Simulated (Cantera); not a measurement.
Charge: 1 mol Fe2O3, 7.4 mol C, 13 mol N2, held at 2425 K and 21.0 Pa.

Equilibrium computed with Cantera from the NASA thermochemical tables; the gas is ideal and each condensed phase is pure. Candidate condensed phases: C, Fe, Fe(CO)5, FeO, Fe2O3, Fe3O4; 27 gas species. The numbers say what is thermodynamically allowed, not how fast it happens.

Base state: N2 0.719, CO 0.166, Fe 0.111, CN 0.00317, C3 0.000710, C 0.000274, C2 6.45e-5, C2N2 3.51e-5 (mole fractions); condensed: C(graphite).

Task: What changes in the equilibrium state with this change: temperature from 2425 K to 900 K?

Result: 
```csv
species,before,after
N2,0.719,0.813
CO,0.166,0.187
CO2,<1e-9,4.12e-5
Fe,0.111,<1e-9
CN,0.00317,<1e-9
C3,0.000710,<1e-9
C,0.000274,<1e-9
C2,6.45e-5,<1e-9
"C(graphite), mol",4.30,4.40
"Fe(α), mol",0,2.00
```
Condensed phases not in the tables: cementite and carbon dissolved in iron.
